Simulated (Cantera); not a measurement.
Standard-state values (1 bar) from the NASA 1993 polynomials, evaluated with Cantera. Values are per mole of reaction as written; species without (g) are pure solids or liquids, kept so even where they would boil at 1 bar.

2 OH(g) + Si → O2(g) + SiH2(g)

| T (K) | ΔH° (kJ) | ΔS° (J/K) | ΔG° (kJ) | log10 K |
|---|---|---|---|---|
| 2523 | ? | ? | ? | ? |
| 2573 | ? | ? | ? | ? |
| 2623 | 114.1 | -9.4 | 138.8 | -2.76 |
| 2673 | 113.9 | -9.5 | 139.2 | -2.72 |
| 2723 | 113.8 | -9.5 | 139.7 | -2.68 |

**Question.** Complete the blanks.

**Answer.** 
- 2523, ΔH° (kJ): 114.3
- 2523, ΔS° (J/K): -9.3
- 2523, ΔG° (kJ): 137.8
- 2523, log10 K: -2.85
- 2573, ΔH° (kJ): 114.2
- 2573, ΔS° (J/K): -9.4
- 2573, ΔG° (kJ): 138.3
- 2573, log10 K: -2.81
